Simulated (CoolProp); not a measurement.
Vapour-liquid equilibrium of propane (1) + dimethyl ether (2) at 0.127 MPa; x and y are mole fractions of (1).

The numbers come from the multi-fluid Helmholtz-energy mixture model, Lemmon 2009 and Wu 2011; pair parameters Bell 2016 in CoolProp.

```
x      bubble temperature (°C)  y at the bubble point  dew temperature at overall composition x (°C)  liquid density (mol/L)
-----  -----------------------  ---------------------  ---------------------------------------------  ----------------------
0.05                     -22.5                  0.156                                          -20.4                   15.68
0.125                    -25.9                  0.321                                          -21.8                   15.47
0.2                      -28.4                  0.433                                          -23.3                   15.25
0.275                    -30.3                  0.515                                          -24.9                   15.03
0.35                     -31.8                  0.579                                          -26.6                   14.79
0.425                    -32.9                  0.631                                          -28.2                   14.57
0.5                      -33.9                  0.676                                          -30.0                   14.34
0.575                    -34.6                  0.718                                          -31.7                   14.12
0.65                     -35.3                  0.758                                          -33.3                   13.91
0.725                    -35.8                  0.800                                          -34.8                   13.71
0.8                      -36.3                  0.844                                          -35.8                   13.52
0.875                    -36.6                  0.895                                          -36.5                   13.33
0.95                     -36.8                  0.954                                          -36.8                   13.15
```

No azeotrope shows between x = 0.05 and 0.95.

The pair parameters rest on a limited set of measurements; away from them the model extrapolates.
